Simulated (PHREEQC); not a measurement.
Model water analysis in mg/L, 43 °C, pH 6.41, pe 12.9: Na 1.2; K 0.394; Ca 0.942; Mg 0.504; Cl 1.19; S(6) as SO4 3.44; Alkalinity as HCO3 2.98; Cd 0.0224.

Valence states are taken as typed.

The numbers come from PHREEQC with the ion-association model, wateq4f.dat.

```yaml
ionic_strength: 0.000231 mol/kgw
charge_balance_error: -0.9 %
```

```
species  molality  activity   log γ
-------  --------  --------  ------
O2       0.000610  0.000610   0.000
Na+       5.22e-5   5.12e-5  -0.008
HCO3-     4.91e-5   4.82e-5  -0.008
CO2       3.67e-5   3.67e-5   0.000
SO4-2     3.54e-5   3.29e-5  -0.031
Cl-       3.36e-5   3.30e-5  -0.008
```

This is a speciation only: nothing precipitates in the calculation. Complexes and solids missing from the database can't appear. Away from 25 °C the constants follow the database's enthalpies or fits; those with neither stay at their 25 °C values.
